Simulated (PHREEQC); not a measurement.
A solution holds 1.9 mol/kgw K2CO3, 0.99 mol/kgw NaHCO3 and 0.00014 mol/kgw H4SiO4, at 25 °C. Closed to the air; pH follows from the charge balance.

Computed with PHREEQC (Pitzer model, pitzer.dat).

This is a speciation only: nothing precipitates in the calculation.

Problem. Predict the pH, density, activity of water.

Solution. pH 10.01; density 1.215 g/cm³; activity of water 0.888.

Problem. In which forms is C present?

Solution. CO3-2 66 %, HCO3- 34 % of the C.

In brines, pH and single-ion activities rest on the MacInnes convention.
